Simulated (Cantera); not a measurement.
Equilibrium for halide evaporation, hydrolysis and transport: MgF2 + H2O + N2

A closed system holds: 1 mol MgF2, 4.8 mol H2O, 52 mol N2, equilibrated at 1350 K and 31000 Pa.

Equilibrium computed with Cantera from the NASA thermochemical tables; the gas is ideal and each condensed phase is pure. Candidate condensed phases: H2O, Mg, MgF2, MgO, Mg(OH)2; 50 gas species. Rates play no part.

```json
{
 "x(N2)": "0.900",
 "x(H2O)": "0.0657",
 "x(HF)": "0.0346",
 "x(H2)": "1.17e-5",
 "x(O2)": "4.23e-6",
 "x(MgF2)": "3.34e-6",
 "x(NO)": "2.60e-6",
 "x(OH)": "1.33e-6",
 "n(MgO(s))": "1.000 mol",
 "gas_amount": "57.80 mol",
 "log10 activity of MgF2(s) (absent)": "-0.29",
 "log10 activity of Mg(l) (absent)": "-14.57"
}
```
